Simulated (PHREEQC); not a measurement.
A solution holds 0.0076 mol Na2S and 0.01 mol NaOH per kg of water, at 55 °C. Closed to the air; pH follows from the charge balance.

Equilibrium calculation in PHREEQC: ion-association model, phreeqc.dat.

This is a speciation only: nothing precipitates in the calculation.

Question: Predict the pH, ionic strength.

Answer: pH 11.27; ionic strength 0.0266 mol/kgw.

Constants without temperature data keep their 25 °C values here. The database's pK near 12.9 for HS-/S-2 is now thought far too low, so its S-2 is overstated.
